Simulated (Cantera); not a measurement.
An isothermal, constant-pressure homogeneous reactor starts with H2 : O2 = 0.033 : 1 (molar parts), at 1075 K and 9.00 Torr.

Cantera simulation using the H2/O2 subset of GRI-Mech 3.0, which has no nitrogen chemistry; the numbers are that mechanism's predictions, not measurements. Radical loss at walls, strong at low pressure, is not modelled.

One state of this run: x H2 = 8.88e-7; x O2 = 0.967; x O = 4.53e-5; x H2O2 = 1.64e-8; x OH = 7.02e-5; x H2O = 0.0324; x H = 4.60e-7. x: mole fraction; the columns are a selection and need not sum to one.

Task: Which value of t (s) does it belong to?
(A) 0.00663
(B) 0.455
(C) 90.0
(D) 1.31

Result: D, 1.31
